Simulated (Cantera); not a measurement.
Cantera run:

```python
import numpy as np
import cantera as ct

gas_names = [...]  # 118 gases of nasa_gas.yaml made of C, Cl, F, H
cond_names = """
    C(gr) C6H6(L) C7H8(L) C8H18(L),n-octa
""".split()


# ... load() reads the species with a 1 bar reference pressure and builds the phases ...
atoms = {
    'CF4': {'C': 1, 'F': 4},
    'HCl': {'H': 1, 'CL': 1},
}
top_T = {'C(gr)': 4500}  # K; cautious upper limits of use, not melting points


# ... equilibrate(T, P, feed) seeds the gas with the atoms and calls Mixture.equilibrate('TP', solver="vcs", rtol=1e-11, max_steps=5000) ...
results = []
T = 3048.15  # K
P = 380  # Pa
for m in [0.02, 0.039, 0.057, 0.075, 0.093, 0.11, 0.13, 0.15, 0.17]:
    feed = {'CF4': 1, 'HCl': m}  # mol
    mix = equilibrate(T, P, feed)
    results.append((T, P, feed, dict(zip(mix.species_names, mix.species_moles))))

top = {s: max(r[3][s] / sum(r[3][g] for g in gas_names) for r in results) for s in gas_names}
cols = sorted((s for s in top if top[s] > 1e-05), key=lambda s: -top[s])[:7]
seen = [c for c in cond_names if any(r[3].get(c, 0) > 1e-12 for r in results)]
print("log10 of partial pressures in bar; condensed amounts in mol")
print(f"{'n(HCl)':>10s}" + "".join(f"{s[:9]:>10s}" for s in cols + seen))
for T, P, feed, n in results:
    ng = sum(n[g] for g in gas_names)
    print(f"{feed['HCl']:10.4g}" + "".join(f"{np.log10(max(n[s] / ng * P / 1e5, 1e-99)):10.3f}" for s in cols)
          + "".join(f"{n.get(c, 0):10.4g}" for c in seen))
```

Output:

```
log10 of partial pressures in bar; condensed amounts in mol
    n(HCl)         F        CF        C3        CL        HF         C       CF2
      0.02    -2.493    -3.558    -3.802    -4.748    -4.777    -4.271    -4.477
     0.039    -2.497    -3.563    -3.803    -4.460    -4.490    -4.271    -4.485
     0.057    -2.500    -3.567    -3.804    -4.297    -4.327    -4.272    -4.493
     0.075    -2.504    -3.571    -3.805    -4.180    -4.210    -4.272    -4.501
     0.093    -2.508    -3.575    -3.805    -4.089    -4.119    -4.272    -4.509
      0.11    -2.512    -3.579    -3.806    -4.018    -4.048    -4.273    -4.516
      0.13    -2.516    -3.583    -3.807    -3.947    -3.979    -4.273    -4.525
      0.15    -2.520    -3.588    -3.808    -3.888    -3.919    -4.273    -4.534
      0.17    -2.524    -3.593    -3.809    -3.836    -3.867    -4.274    -4.543
```

These are equilibrium values from Cantera (NASA tables, ideal gas, pure condensed phases), not measurements of a reactor.
